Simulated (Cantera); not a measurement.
## Hydrocarbon pyrolysis for carbon deposition

An isothermal, constant-pressure homogeneous reactor starts with 37.0 % CH4, 63.0 % N2, at 1675 K and 4.65 Torr.

Detailed kinetics in Cantera: GRI-Mech 3.0 (53 species, 325 reactions). GRI-Mech 3.0 stops at C3 and has no aromatics, soot or wall deposition, so with more carbon than oxygen in the feed, carbon stays in small species such as C2H2 where larger ones or solid carbon would form. Radical loss at walls, strong at low pressure, is not modelled.

```tsv
t (s)	x CH4	x H	x C2H2	x C2H	x HCN	x C2H6	x C2H4
1.00e-5	0.370	2.05e-7	<1e-12	<1e-12	<1e-12	<1e-12	<1e-12
3.46e-5	0.370	3.71e-7	<1e-12	<1e-12	<1e-12	<1e-12	<1e-12
0.000119	0.370	4.07e-7	<1e-12	<1e-12	<1e-12	4.06e-12	1.17e-11
0.000412	0.370	4.07e-7	<1e-12	<1e-12	<1e-12	1.94e-10	1.15e-9
0.00143	0.370	4.12e-7	1.57e-10	<1e-12	<1e-12	7.87e-9	6.90e-8
0.00492	0.370	4.70e-7	2.69e-8	<1e-12	<1e-12	2.52e-7	3.18e-6
0.0170	0.369	1.19e-6	4.42e-6	2.61e-11	3.13e-12	5.29e-6	0.000131
0.0588	0.354	1.33e-5	0.000812	4.18e-9	3.87e-10	6.59e-5	0.00432
0.203	0.202	0.000173	0.0498	2.43e-7	6.50e-8	0.000102	0.0116
0.702	0.0680	0.000343	0.109	5.60e-7	4.60e-7	1.47e-5	0.00100
2.42	0.0156	0.000551	0.129	9.08e-7	1.52e-6	1.24e-6	8.56e-5
8.38	0.00230	0.000860	0.134	1.42e-6	4.10e-6	4.56e-8	2.21e-5
28.9	0.000436	0.000940	0.135	1.55e-6	7.64e-6	1.87e-9	2.00e-5
100	0.000133	0.000944	0.135	1.56e-6	1.11e-5	2.21e-10	1.99e-5
```
x: mole fraction; the columns are a selection and need not sum to one.

Equilibrium at this temperature and pressure: CH4 7.20e-5, H 0.000945, C2H2 0.0829, C2H 9.57e-7, HCN 0.104, C2H6 8.06e-11, C2H4 1.22e-5 (gas phase only).
